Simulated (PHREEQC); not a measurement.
Solution (25 °C): 0.017 mol ZnSO4, 4.1e-05 mol NaOH and 0.00011 mol HCl per kg of water. Closed to the air; pH follows from the charge balance.

Equilibrium calculation in PHREEQC: ion-association model, phreeqc.dat.

| quantity | before | after |
|---|---|---|
| pH | 4.40 | 4.23 |
| ionic strength (mol/kgw) | 0.0427 | 0.0426 |
| SO4-2 (mol/kgw) | 0.0101 | 0.0101 |
| HSO4- (mol/kgw) | 2.28e-5 | 3.36e-5 |
| SI of Halite (NaCl) | -10.10 | -10.79 |

**Question.** Which change was made?
A. temperature from 25 to 75 °C
B. temperature from 25 to 35 °C
C. ZnSO4 replaced by NaHSO4 at the same molality
D. NaOH from 4.1e-05 to 8.2e-06 mol/kgw
E. diluted 2-fold with water

**Answer.** D, NaOH from 4.1e-05 to 8.2e-06 mol/kgw

This is a speciation only: nothing precipitates in the calculation.
